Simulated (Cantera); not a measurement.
Cantera run:

```python
import numpy as np
import cantera as ct

gas_names = [...]  # 123 gases of nasa_gas.yaml made of C, H, O, Si
cond_names = """
    C(gr) C6H6(L) C7H8(L) C8H18(L),n-octa H2O(s) H2O(L) Si(cr) Si(L) SiC(b) SiO2(Lqz) SiO2(hqz) SiO2(L)
""".split()


# ... load() reads the species with a 1 bar reference pressure and builds the phases ...
atoms = {
    'Si': {'Si': 1},
    'CO2': {'C': 1, 'O': 2},
    'H2': {'H': 2},
}
top_T = {'C(gr)': 4500, 'SiC(b)': 3050}  # K; cautious upper limits of use, not melting points


# ... equilibrate(T, P, feed) seeds the gas with the atoms and calls Mixture.equilibrate('TP', solver="vcs", rtol=1e-11, max_steps=5000) ...
results = []
feed = {'Si': 1, 'CO2': 0.13, 'H2': 24}  # mol
P = 12000  # Pa
for T in [923, 1023, 1123, 1223, 1323, 1423, 1523, 1623, 1723, 1823, 1923, 2023, 2123, 2223]:
    mix = equilibrate(T, P, feed)
    results.append((T, P, feed, dict(zip(mix.species_names, mix.species_moles))))

top = {s: max(r[3][s] / sum(r[3][g] for g in gas_names) for r in results) for s in gas_names}
cols = sorted((s for s in top if top[s] > 0.001), key=lambda s: -top[s])[:7]
seen = [c for c in cond_names if any(r[3].get(c, 0) > 1e-12 for r in results)]
print("log10 of partial pressures in bar; condensed amounts in mol")
print(f"{'T/K':>10s}" + "".join(f"{s[:9]:>10s}" for s in cols + seen))
for T, P, feed, n in results:
    ng = sum(n[g] for g in gas_names)
    print(f"{T:10.4g}" + "".join(f"{np.log10(max(n[s] / ng * P / 1e5, 1e-99)):10.3f}" for s in cols)
          + "".join(f"{n.get(c, 0):10.4g}" for c in seen))
```

Result:

```
log10 of partial pressures in bar; condensed amounts in mol
       T/K        H2         H       SiO        CO        Si    Si(cr)     Si(L)    SiC(b) SiO2(hqz)
       923    -0.921   -10.072   -10.799   -13.822   -17.703    0.7401         0    0.1299      0.13
      1023    -0.921    -8.843    -8.876   -11.532   -15.225    0.7401         0    0.1299      0.13
      1123    -0.921    -7.831    -7.301    -9.654   -13.191    0.7401         0    0.1299      0.13
      1223    -0.921    -6.982    -5.988    -8.087   -11.492      0.74         0    0.1299    0.1299
      1323    -0.921    -6.260    -4.879    -6.760   -10.052    0.7388         0    0.1299    0.1287
      1423    -0.921    -5.638    -3.928    -5.623    -8.816     0.729         0    0.1295    0.1179
      1523    -0.924    -5.098    -3.107    -4.638    -7.744    0.6682         0    0.1253   0.04885
      1623    -0.926    -4.623    -2.908    -4.296    -6.806    0.6304         0    0.1197         0
      1723    -0.926    -4.202    -2.917    -4.118    -6.007         0    0.6402    0.1145         0
      1823    -0.926    -3.826    -2.940    -3.860    -5.355         0    0.6639     0.102         0
      1923    -0.927    -3.489    -2.976    -3.644    -4.770         0    0.6959   0.08384         0
      2023    -0.928    -3.186    -3.026    -3.467    -4.245         0    0.7309   0.06027         0
      2123    -0.931    -2.911    -3.093    -3.328    -3.770         0    0.7534   0.03219         0
      2223    -0.936    -2.661    -3.172    -3.225    -3.337         0    0.7302         0         0
```

Cantera equilibrium calculation (NASA polynomials, part measured and part estimated; ideal gas, pure solids and liquids). Mutual solubility and eutectic melting of coexisting phases are not modelled. The tables hold silica as quartz up to 1696 K and as liquid above; real silica turns to tridymite and cristobalite and melts near 1996 K. Gases not in the tables: Si2H6 and higher silanes.
